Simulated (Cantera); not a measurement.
## Equilibrium for hydrogen reduction and annealing atmospheres: PbO + H2

Charge: 1 mol PbO, a varied amount of H2, equilibrated at 0.000190 bar.

Method: chemical equilibrium by Gibbs-energy minimisation in Cantera with the NASA 1993 tables (ideal gas, pure condensed phases). Candidate condensed phases: H2O, Pb, PbO, PbO2, Pb3O4; 12 gas species. Kinetics and transport are ignored.

Q: Map the stable condensed phases over T = 875, 925, 975, 1025, 1075, 1125, 1175, 1225, 1275, 1325, 1375, 1425, 1475 K and n(H2) in mol = 39, 59, 89, 130, 200, 300, 460, 690, 1000, 1600, 2300.

A: 
```
T in K \ n(H2) in mol
           39   59   89  130  200  300  460  690 1000 1600 2300
   1475     A    A    A    A    A    A    A    A    A    A    A
   1425     A    A    A    A    A    A    A    A    A    A    A
   1375     A    A    A    A    A    A    A    A    A    A    A
   1325     A    A    A    A    A    A    A    A    A    A    A
   1275     A    A    A    A    A    A    A    A    A    A    A
   1225     A    A    A    A    A    A    A    A    A    A    A
   1175     A    A    A    A    A    A    A    A    A    A    A
   1125     A    A    A    A    A    A    A    A    A    A    A
   1075     A    A    A    A    A    A    A    A    A    A    A
   1025     A    A    A    A    A    A    A    A    A    A    A
    975     A    A    A    A    A    A    A    A    A    A    A
    925     B    B    A    A    A    A    A    A    A    A    A
    875     B    B    B    B    B    A    A    A    A    A    A
```
A: gas only; B: Pb.
